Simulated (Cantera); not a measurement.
Input: 1 mol SiH2Cl2, 3.2 mol HCl, 48 mol H2, 0.0042 mol Cl2, equilibrated at 825 °C and 3.90 mbar.

These are equilibrium values from Cantera (NASA tables, ideal gas, pure condensed phases), not measurements of a reactor. Candidate condensed phases: Si; 19 gas species. The tables' values for SiCl3 are old estimates; treat these amounts as uncertain. Rates play no part.

Base state: H2 0.934, HCl 0.0506, SiCl4 0.00667, SiCl2 0.00557, SiHCl3 0.00179, SiCl3 0.00163, SiH2Cl2 5.76e-5 (mole fractions); condensed: Si(s).

Q: What changes in the equilibrium state with this change: HCl from 3.2 to 0.052 mol?

A: 
```csv
species,before,after
H2,0.934,0.965
HCl,0.0506,0.0312
SiCl2,0.00557,0.00205
SiCl4,0.00667,0.000899
SiCl3,0.00163,0.000362
SiHCl3,0.00179,0.000405
SiH2Cl2,5.76e-5,2.18e-5
"Si(s), mol",0.172,0.813
```
